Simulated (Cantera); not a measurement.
An adiabatic, constant-volume homogeneous reactor starts with H2 : O2 : N2 = 1 : 0.877 : 3.3 (molar parts), equivalence ratio 0.57, at 1250 K and 9000 Torr. Integrator tolerance rtol = 1e-08.

Detailed kinetics in Cantera: the H2/O2 subset of GRI-Mech 3.0, which has no nitrogen chemistry. The hydrogen kinetics of GRI-Mech 3.0 are dated; newer H2 mechanisms differ, most at raised pressure. The pressure lies above the range GRI-Mech 3.0 was tuned for (to about 10 atm).

Question: How do the results move with these cheaper or finer settings: full GRI-Mech 3.0 in place of its H2/O2 subset?

Answer: 
```
setting                                         time of steepest temperature rise  temperature at 0.500 s  equilibrium temperature  x(H2) at 0.500 s  integrator steps
----------------------------------------------  ---------------------------------  ----------------------  -----------------------  ----------------  ----------------
as above                                                                  17.8 µs                  2793 K                   2793 K           0.00313              1064
full GRI-Mech 3.0 in place of its H2/O2 subset                            17.8 µs                  2757 K                   2757 K           0.00293              1286
```
